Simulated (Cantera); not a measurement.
Input: 1 mol CH₃OH, 0.16 mol O₂, 0.37 mol N₂, held at 133 Pa.

These are equilibrium values from Cantera (NASA tables, ideal gas, pure condensed phases), not measurements of a reactor. Candidate condensed phases: C, C₆H₆, C₇H₈, C₈H₁₈, H₂O; 136 gas species. Kinetics and transport are ignored.

Q: At 875 K, list the 5 most abundant gas species with their mole fractions, and the condensed phases.

A: H₂ 0.550, CO 0.245, N₂ 0.110, CO₂ 0.0513, H₂O 0.0436. Condensed: gas only.
